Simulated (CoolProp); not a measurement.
Vapour-liquid equilibrium of propane (1) + neopentane (2) at 336 K; x and y are mole fractions of (1).

Model: multi-fluid Helmholtz-energy mixture model, Lemmon 2009 and Lemmon 2006; pair parameters Bell 2016, in CoolProp.

| x | bubble pressure, mixture model (MPa) | bubble pressure, Raoult's law (MPa) | y, mixture model | y, Raoult's law |
|---|---|---|---|---|
| 0.05 | 0.5362 | 0.5818 | 0.112 | 0.193 |
| 0.2 | 0.6690 | 0.8442 | 0.378 | 0.532 |
| 0.35 | 0.8312 | 1.107 | 0.581 | 0.710 |
| 0.5 | 1.045 | 1.369 | 0.740 | 0.819 |
| 0.65 | 1.327 | 1.631 | 0.858 | 0.894 |
| 0.8 | 1.684 | 1.894 | 0.938 | 0.948 |
| 0.95 | 2.098 | 2.156 | 0.988 | 0.989 |

The largest gap from Raoult's law is -24.9 % in bubble pressure, at x = 0.35. No azeotrope shows between x = 0.05 and 0.95.

Pair parameters are fitted to limited data, so mixtures are less certain than the pure fluids.
